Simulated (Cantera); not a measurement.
A freely propagating, adiabatic, planar premixed flame of CO : H2 : O2 : N2 = 1 : 0.35 : 0.519 : 1.95 (molar parts), unburnt at 650 K and 1.00 bar; mixture-averaged transport, grid criteria slope 0.08 and curve 0.16, no radiation.

Cantera simulation using GRI-Mech 3.0 (53 species, 325 reactions); the numbers are that mechanism's predictions, not measurements. Burning velocities carry a grid error of a few per cent, more on coarse grids.

x: mole fraction of selected species; z is measured from the peak of heat release.

```json
[
 {"z (mm)": "-2.08", "T (K)": "650", "u (m/s)": "4.05", "x CO": "0.262", "x H2": "0.0916", "x O2": "0.136", "x N2O": "<1e-8", "x HO2": "<1e-8", "x H": "<1e-8"},
 {"z (mm)": "-1.38", "T (K)": "650", "u (m/s)": "4.05", "x CO": "0.262", "x H2": "0.0916", "x O2": "0.136", "x N2O": "<1e-8", "x HO2": "<1e-8", "x H": "<1e-8"},
 {"z (mm)": "-1.04", "T (K)": "650", "u (m/s)": "4.05", "x CO": "0.262", "x H2": "0.0916", "x O2": "0.136", "x N2O": "<1e-8", "x HO2": "<1e-8", "x H": "<1e-8"},
 {"z (mm)": "-0.692", "T (K)": "650", "u (m/s)": "4.05", "x CO": "0.262", "x H2": "0.0916", "x O2": "0.136", "x N2O": "<1e-8", "x HO2": "1.12e-7", "x H": "<1e-8"},
 {"z (mm)": "-0.346", "T (K)": "654", "u (m/s)": "4.07", "x CO": "0.262", "x H2": "0.0896", "x O2": "0.136", "x N2O": "<1e-8", "x HO2": "8.84e-5", "x H": "1.78e-5"},
 {"z (mm)": "-0.173", "T (K)": "(withheld)", "u (m/s)": "4.83", "x CO": "0.261", "x H2": "0.0764", "x O2": "0.132", "x N2O": "<1e-8", "x HO2": "0.000172", "x H": "0.00164"},
 {"z (mm)": "0", "T (K)": "(withheld)", "u (m/s)": "7.35", "x CO": "0.237", "x H2": "0.0349", "x O2": "0.0992", "x N2O": "1.97e-8", "x HO2": "5.95e-5", "x H": "0.0168"},
 {"z (mm)": "0.173", "T (K)": "(withheld)", "u (m/s)": "9.21", "x CO": "0.188", "x H2": "0.0129", "x O2": "0.0548", "x N2O": "8.42e-8", "x HO2": "2.22e-5", "x H": "0.0298"},
 {"z (mm)": "0.346", "T (K)": "(withheld)", "u (m/s)": "10.1", "x CO": "0.157", "x H2": "0.0130", "x O2": "0.0386", "x N2O": "8.91e-8", "x HO2": "1.23e-5", "x H": "0.0317"},
 {"z (mm)": "0.692", "T (K)": "1897", "u (m/s)": "10.9", "x CO": "0.139", "x H2": "0.0141", "x O2": "0.0300", "x N2O": "8.43e-8", "x HO2": "7.59e-6", "x H": "0.0268"},
 {"z (mm)": "1.38", "T (K)": "2060", "u (m/s)": "11.7", "x CO": "0.135", "x H2": "0.0132", "x O2": "0.0259", "x N2O": "9.00e-8", "x HO2": "5.10e-6", "x H": "0.0182"},
 {"z (mm)": "2.77", "T (K)": "2213", "u (m/s)": "12.4", "x CO": "0.129", "x H2": "0.0117", "x O2": "0.0214", "x N2O": "9.85e-8", "x HO2": "3.26e-6", "x H": "0.0114"},
 {"z (mm)": "5.53", "T (K)": "2349", "u (m/s)": "13.1", "x CO": "0.121", "x H2": "0.0101", "x O2": "0.0164", "x N2O": "1.12e-7", "x HO2": "2.14e-6", "x H": "0.00701"}
]
```

Problem. Fill in the missing entries.

Solution. 
- -0.173, T (K): 785
- 0, T (K): 1217
- 0.173, T (K): 1554
- 0.346, T (K): 1727
